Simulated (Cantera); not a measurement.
Charge: 1 mol PH3, 0.64 mol O2, at 2802 °C and 0.0480 bar.

Method: chemical equilibrium by Gibbs-energy minimisation in Cantera with the NASA 1993 tables (ideal gas, pure condensed phases). Candidate condensed phases: H2O, P, P4O10; 17 gas species. Gases not in the tables: HPO2, HPO3 and P4O6. Equilibrium is a limit: real reactors are often held back by kinetics, nucleation or transport.

Base state: H 0.414, PO 0.262, H2 0.210, H2O 0.0285, PO2 0.0264, O 0.0236, OH 0.0197, P 0.0128 (mole fractions); condensed: gas only.

**Question.** What changes in the equilibrium state with this change: PH3 replaced by HCl?

**Answer.** 
| species | before | after |
|---|---|---|
| Cl | 0 | 0.325 |
| O | 0.0236 | 0.217 |
| H | 0.414 | 0.145 |
| PO | 0.262 | 0 |
| HCl | 0 | 0.0854 |
| PO2 | 0.0264 | 0 |
| P | 0.0128 | 0 |
| O2 | 0.00126 | 0.106 |
| H2 | 0.210 | 0.0259 |
| OH | 0.0197 | 0.0636 |
| H2O | 0.0285 | 0.0322 |
| P2 | 0.00125 | 0 |
| PH | 0.000310 | 0 |
| ClO | 0 | 0.000203 |
| Cl2 | 0 | 4.30e-5 |
